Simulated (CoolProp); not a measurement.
Computed with CoolProp (reference Helmholtz-energy equation of state, Bücker 2006).

### Question
Give the vapour pressure (kPa), enthalpy of vaporisation (kJ/kg), vapour Z of saturated n-butane at -56.75, 14.35, 67.65 °C.

### Answer
```tsv
T (°C)	p (kPa)	enthalpy of vaporisation (kJ/kg)	vapour Z
-56.75	6.21	431	0.995
14.35	172	372	0.940
67.65	766	311	0.833
```
